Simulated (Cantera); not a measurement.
Charge: 1 mol (CH₃)₂SiCl₂, 270 mol H₂, at 82.0 mbar.

Equilibrium computed with Cantera from the NASA thermochemical tables; the gas is ideal and each condensed phase is pure. Candidate condensed phases: C, C₆H₆, C₇H₈, C₈H₁₈, Si, SiC; 109 gas species. The feed counts by its element totals alone. Kinetics and transport are ignored.

At 1775 °C, list the 6 most abundant gas species with their mole fractions, and the condensed phases.

H₂ 0.984, H 0.00776, HCl 0.00721, C₂H₂ (acetylene) 0.00103, Si 6.01e-5, Cl 4.21e-5. Condensed: C(graphite) + SiC(s).
